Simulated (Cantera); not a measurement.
Feed: 1 mol Si₃N₄, 0.012 mol O₂, 810 mol H₂, at 1748.15 K.

Cantera equilibrium calculation (NASA polynomials, part measured and part estimated; ideal gas, pure solids and liquids). Candidate condensed phases: H₂O, Si, SiO₂, Si₂N₂O, Si₃N₄; 35 gas species. Mutual solubility and eutectic melting of coexisting phases are not modelled. Gases not in the tables: Si₂H₆ and higher silanes. Rates play no part.

x: gas mole fraction; n: condensed amount in mol.

```json
[
 {"P (Pa)": "0.100", "x H₂": "0.791", "x H": "0.203", "x Si": "0.00328", "x N₂": "0.00220", "x SiH": "3.88e-6", "x SiO": "2.65e-5", "x SiH₂": "3.65e-8", "n Si(l)": "0", "n Si₂N₂O(s)": "0", "n Si₃N₄(s)": "0"},
 {"P (Pa)": "2.50", "x H₂": "0.949", "x H": "[?]", "x Si": "0.00354", "x N₂": "0.00240", "x SiH": "[?]", "x SiO": "2.88e-5", "x SiH₂": "[?]", "n Si(l)": "0", "n Si₂N₂O(s)": "0", "n Si₃N₄(s)": "0"},
 {"P (Pa)": "63", "x H₂": "0.986", "x H": "0.00905", "x Si": "0.00232", "x N₂": "0.00244", "x SiH": "7.68e-5", "x SiO": "2.94e-5", "x SiH₂": "2.03e-5", "n Si(l)": "0.971", "n Si₂N₂O(s)": "0", "n Si₃N₄(s)": "0"},
 {"P (Pa)": "1600", "x H₂": "0.996", "x H": "[?]", "x Si": "[?]", "x N₂": "0.00246", "x SiH": "[?]", "x SiO": "2.95e-5", "x SiH₂": "2.05e-5", "n Si(l)": "2.87", "n Si₂N₂O(s)": "0", "n Si₃N₄(s)": "0"},
 {"P (Pa)": "40000", "x H₂": "0.997", "x H": "0.000361", "x Si": "3.65e-6", "x N₂": "0.00246", "x SiH": "3.06e-6", "x SiO": "2.95e-5", "x SiH₂": "2.05e-5", "n Si(l)": "2.95", "n Si₂N₂O(s)": "0", "n Si₃N₄(s)": "0"},
 {"P (Pa)": "1000000", "x H₂": "1.000", "x H": "7.23e-5", "x Si": "1.46e-7", "x N₂": "0.000368", "x SiH": "6.14e-7", "x SiO": "1.41e-5", "x SiH₂": "2.05e-5", "n Si(l)": "0.407", "n Si₂N₂O(s)": "0.0124", "n Si₃N₄(s)": "0.843"}
]
```

Q: Complete the blanks.

A: 
- 1600, x H: 0.00180
- 1600, x Si: 9.12e-5
- 1600, x SiH: 1.53e-5
- 2.50, x H: 0.0446
- 2.50, x SiH: 2.30e-5
- 2.50, x SiH₂: 1.18e-6
